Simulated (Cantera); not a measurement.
A freely propagating, adiabatic, planar premixed flame of H₂ : O₂ : N₂ : H₂O = 1 : 0.172 : 0.648 : 0.42 (molar parts), unburnt at 425 K and 100000 Pa; mixture-averaged transport, grid criteria slope 0.08 and curve 0.16, no radiation.

Cantera simulation using the H2/O2 subset of GRI-Mech 3.0, which has no nitrogen chemistry; the numbers are that mechanism's predictions, not measurements. Burning velocities carry a grid error of a few per cent, more on coarse grids.

How do the results move with these cheaper or finer settings: unity-Lewis-number transport; multicomponent transport; multicomponent+Soret transport; grid criteria slope 0.5, curve 1; grid criteria slope 0.25, curve 0.5; grid criteria slope 0.03, curve 0.06?


| setting | laminar burning velocity | thermal thickness | peak x(O) | peak x(H) | grid points |
|---|---|---|---|---|---|
| as above | 212 cm/s | 0.401 mm | 0.000404 | 0.0219 | 107 |
| unity-Lewis-number transport | 129 cm/s | 0.452 mm | 0.000280 | 0.0237 | 113 |
| multicomponent transport | 212 cm/s | 0.409 mm | 0.000399 | 0.0220 | 107 |
| multicomponent+Soret transport | 206 cm/s | 0.394 mm | 0.000408 | 0.0219 | 111 |
| grid criteria slope 0.5, curve 1 | 220 cm/s | 0.487 mm | 0.000383 | 0.0231 | 33 |
| grid criteria slope 0.25, curve 0.5 | 215 cm/s | 0.439 mm | 0.000395 | 0.0224 | 42 |
| grid criteria slope 0.03, curve 0.06 | 210 cm/s | 0.393 mm | 0.000399 | 0.0215 | 251 |
Unity Lewis numbers drop preferential diffusion, which matters most where H2 and H carry the flame; Soret adds thermal diffusion.
